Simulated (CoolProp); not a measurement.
Methane along the isotherm -174.35 °C: fugacity coefficient from the reference equation and from simpler models built on Tc = -82.6 °C, pc = 4.599 MPa, ω = 0.011; each cubic takes its own stable root.

Computed with CoolProp (reference Helmholtz-energy equation of state, Setzmann 1991).

```json
[
 {"p (MPa)": "0.958", "phase": "liquid", "reference": "0.03245"},
 {"p (MPa)": "1.92", "phase": "liquid", "reference": "0.01689"},
 {"p (MPa)": "2.87", "phase": "liquid", "reference": "0.01179"},
 {"p (MPa)": "3.83", "phase": "liquid", "reference": "0.009213"},
 {"p (MPa)": "4.79", "phase": "liquid", "reference": "0.007684"},
 {"p (MPa)": "5.75", "phase": "liquid", "reference": "0.006677"},
 {"p (MPa)": "6.71", "phase": "liquid", "reference": "0.005968"},
 {"p (MPa)": "7.67", "phase": "liquid", "reference": "0.005446"},
 {"p (MPa)": "8.62", "phase": "liquid", "reference": "0.005051"},
 {"p (MPa)": "9.58", "phase": "liquid", "reference": "0.004740"},
 {"p (MPa)": "10.5", "phase": "liquid", "reference": "0.004501"},
 {"p (MPa)": "11.5", "phase": "liquid", "reference": "0.004293"}
]
```

Question: How far does each simpler model (van der Waals, Redlich-Kwong, Soave-Redlich-Kwong, Peng-Robinson) lie from the reference over these 12 states: mean and median of the absolute difference, and the worst?

Answer: 
- van der Waals: mean 483.8 %, median 483.1 %, worst +545.2 % at -174.35 °C and 11.5 MPa
- Redlich-Kwong: mean 43.9 %, median 43.9 %, worst -44.1 % at -174.35 °C and 11.5 MPa
- Soave-Redlich-Kwong: mean 5.3 %, median 5.3 %, worst -5.3 % at -174.35 °C and 11.5 MPa
- Peng-Robinson: mean 2.0 %, median 1.8 %, worst -4.3 % at -174.35 °C and 11.5 MPa
